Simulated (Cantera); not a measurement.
A closed system holds: 1 mol SiCl4, 0.027 mol Cl2, 7.9 mol N2, equilibrated at 100000 Pa.

Method: chemical equilibrium by Gibbs-energy minimisation in Cantera with the NASA 1993 tables (ideal gas, pure condensed phases). Candidate condensed phases: Si, Si3N4; 13 gas species. The tables' values for SiCl3 are old estimates; treat these amounts as uncertain. The numbers say what is thermodynamically allowed, not how fast it happens. All values below are at 1175 °C.

Base state: N2 0.884, SiCl4 0.112, Cl2 0.00211, Cl 0.00187, SiCl3 3.48e-5 (mole fractions); condensed: gas only.

Question: What changes in the equilibrium state with this change: Cl2 from 0.027 to 0.34 mol?

Answer: 
```tsv
species	before	after
N2	0.884	0.852
SiCl4	0.112	0.108
Cl2	0.00211	0.0330
Cl	0.00187	0.00738
SiCl3	3.48e-5	8.47e-6
```
